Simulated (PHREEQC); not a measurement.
Solution (25 °C): 0.083 mol/kgw HCl and 0.028 mol/kgw KCl. Closed to the air; pH follows from the charge balance.

Equilibrium calculation in PHREEQC: ion-association model, phreeqc.dat.

Precipitation was switched off in this run.

Question: Predict the pH, density.

Answer: pH 1.17; density 1.000 g/cm³.

Species that the database lacks are ignored.
